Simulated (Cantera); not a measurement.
A closed system holds: 1 mol FeS₂, 3.3 mol H₂, 37 mol N₂, at 1 atm.

These are equilibrium values from Cantera (NASA tables, ideal gas, pure condensed phases), not measurements of a reactor. Candidate condensed phases: Fe, FeS, FeS₂, S; 16 gas species. FeS: taken at fixed stoichiometry. The numbers say what is thermodynamically allowed, not how fast it happens.

x: gas mole fraction; n: condensed amount in mol.

| T (K) | x N₂ | x H₂ | x H₂S | x S₂ | x SH | n FeS(s) | n FeS(l) |
|---|---|---|---|---|---|---|---|
| 1448 | 0.915 | 0.0638 | 0.0177 | 0.00342 | 0.000193 | 1.00 | 0 |
| 1498 | 0.914 | 0.0655 | 0.0159 | 0.00429 | 0.000269 | 0 | 1.00 |
| 1548 | 0.913 | 0.0672 | 0.0141 | 0.00513 | 0.000362 | 0 | 1.000 |
| 1598 | 0.912 | 0.0688 | ? | ? | ? | 0 | 1.000 |
| 1648 | 0.912 | 0.0702 | 0.0108 | 0.00659 | 0.000594 | 0 | 1.000 |
| 1698 | 0.911 | 0.0714 | ? | 0.00719 | ? | 0 | 1.000 |
| 1748 | 0.911 | 0.0724 | 0.00829 | 0.00770 | 0.000889 | 0 | 1.000 |
| 1798 | 0.910 | 0.0733 | 0.00724 | 0.00812 | 0.00106 | 0 | 1.000 |
| 1848 | 0.910 | 0.0741 | 0.00634 | 0.00846 | 0.00124 | 0 | 0.999 |

**Question.** What belongs in the gaps?

**Answer.** 
- 1598, x H₂S: 0.0124
- 1598, x S₂: 0.00590
- 1598, x SH: 0.000470
- 1698, x H₂S: 0.00948
- 1698, x SH: 0.000734
